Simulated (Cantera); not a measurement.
**Gas-phase reforming**

An isothermal, constant-pressure homogeneous reactor starts with 39.7 % CH4, 34.9 % H2O, 25.4 % H2, at 1823 K and 9.87 atm.

Model: GRI-Mech 3.0 (53 species, 325 reactions), integrated in Cantera.

```
t (s)      x CH4     x H2O   x H2    x C2H6    x C2H4
--------  ------  --------  -----  --------  --------
0.000500   0.215     0.303  0.414  0.000517   0.00857
0.00109    0.147     0.283  0.477  0.000246   0.00902
0.00239   0.0970     0.262  0.528  0.000122    0.0101
0.00523   0.0734     0.239  0.561   8.19e-5    0.0103
0.0114    0.0676     0.208  0.588   7.05e-5   0.00942
0.0250    0.0635     0.166  0.622   5.97e-5   0.00776
0.0548    0.0568     0.118  0.662   4.54e-5   0.00569
0.120     0.0477    0.0740  0.700   3.07e-5   0.00371
0.262     0.0380    0.0411  0.730   1.88e-5   0.00221
0.573     0.0296    0.0195  0.751   1.11e-5   0.00128
1.25      0.0236   0.00718  0.764   7.00e-6  0.000795
2.74      0.0205   0.00155  0.770   5.25e-6  0.000593
6.00      0.0197  0.000156  0.772   4.83e-6  0.000545
```
x: mole fraction; the columns are a selection and need not sum to one.

Equilibrium at this temperature and pressure: CH4 0.0197, H2O 8.51e-5, H2 0.772, C2H6 4.81e-6, C2H4 0.000543 (gas phase only).
